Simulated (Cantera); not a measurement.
Mixture: CH4 : O2 : N2 = 1 : 0.909 : 4.18 (molar parts), at 638 Torr, adiabatic and at constant pressure. Ignition delay is the time to a rise of 400 K.

Computed with Cantera and GRI-Mech 3.0 (53 species, 325 reactions).

### Question
What does this change do: pressure from 638 Torr to 750 Torr?

### Answer
```json
[
 {"quantity": "delay at 1225 K", "before": "68.8 ms", "after": "60.1 ms"},
 {"quantity": "delay at 1425 K", "before": "5.20 ms", "after": "4.62 ms"},
 {"quantity": "delay at 1625 K", "before": "0.644 ms", "after": "0.569 ms"},
 {"quantity": "delay at 1825 K", "before": "0.143 ms", "after": "0.124 ms"},
 {"quantity": "apparent activation energy between 1725 and 1925 K", "before": "170 kJ/mol", "after": "180 kJ/mol"}
]
```
